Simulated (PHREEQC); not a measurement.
A solution holds 4.9 mmol/kgw KOH, 0.45 mmol/kgw NaHCO3 and 79 mmol/kgw LiCl, at 25 °C. Closed to the air; pH follows from the charge balance.

Equilibrium calculation in PHREEQC: ion-association model with the Debye-Hückel limiting law, phreeqc.dat.

Precipitation was switched off in this run.

Q: Estimate the pH.

A: pH 11.50.

Q: In which forms is C present?

A: CO3-2 97 %, HCO3- 2.4 % of the C.
